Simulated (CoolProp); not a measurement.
Vapour-liquid equilibrium of hydrogen sulfide (1) + n-hexane (2) at 0.479 MPa; x and y are mole fractions of (1).

Values from CoolProp's multi-fluid Helmholtz-energy mixture model, Lemmon 2006 and Thol 2019; pair parameters Kunz 2012.

Task: Give the bubble temperature and the first vapour's composition at x = 0.2, 0.5, 0.65. Is there an azeotrope?

Result: x = 0.2: 13.1 °C, y = 0.976; x = 0.5: -11.7 °C, y = 0.995; x = 0.65: -15.4 °C, y = 0.996. No azeotrope shows between x = 0.05 and 0.95.

Pair parameters are fitted to limited data, so mixtures are less certain than the pure fluids. The gap from Raoult's law changes sign with composition, which may be real or a fault of the pair parameters; it wasn't checked against measurements. With so large a gap from Raoult's law the liquid may split in two, which this calculation doesn't test in full.
